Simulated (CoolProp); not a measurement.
Nitrogen along the isobar 49.9 bar: density (kg/m³) from the reference equation and from simpler models built on Tc = 126.2 K, pc = 33.96 bar, ω = 0.037; each cubic takes its own stable root.

The numbers come from the reference Helmholtz-energy equation of state, Span 2000 in CoolProp.

```csv
T (K),phase,reference
104.4,liquid,688.5
119.2,liquid,588.4
134.1,supercritical,359.9
148.9,supercritical,172.8
163.7,supercritical,132.8
178.5,supercritical,111.9
193.4,supercritical,97.99
208.2,supercritical,87.93
223,supercritical,80.12
237.8,supercritical,73.80
```

Task: How far does each simpler model (van der Waals, Redlich-Kwong, Soave-Redlich-Kwong) lie from the reference over these 10 states: mean and median of the absolute difference, and the worst?

Result: 
- van der Waals: mean 9.6 %, median 4.5 %, worst -28.8 % at 104.4 K and 49.9 bar
- Redlich-Kwong: mean 2.2 %, median 0.8 %, worst -8.6 % at 134.1 K and 49.9 bar
- Soave-Redlich-Kwong: mean 2.5 %, median 0.8 %, worst -10.0 % at 134.1 K and 49.9 bar
